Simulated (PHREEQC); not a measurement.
**Nickel, zinc or cadmium bath**

A solution holds 0.0029 mol/kgw CdSO4 and 0.064 mol/kgw NaCl, at 25 °C. Closed to the air; pH follows from the charge balance.

The numbers come from PHREEQC with the ion-association model, wateq4f.dat.

This is a speciation only: nothing precipitates in the calculation.

Task: Predict the pH.

Result: pH 6.16.

Task: In which forms is Cd present?

Result: CdCl+ 61 %, Cd+2 26 %, CdCl2 9.8 %, CdSO4 3.1 % of the Cd.

Species that the database lacks are ignored.
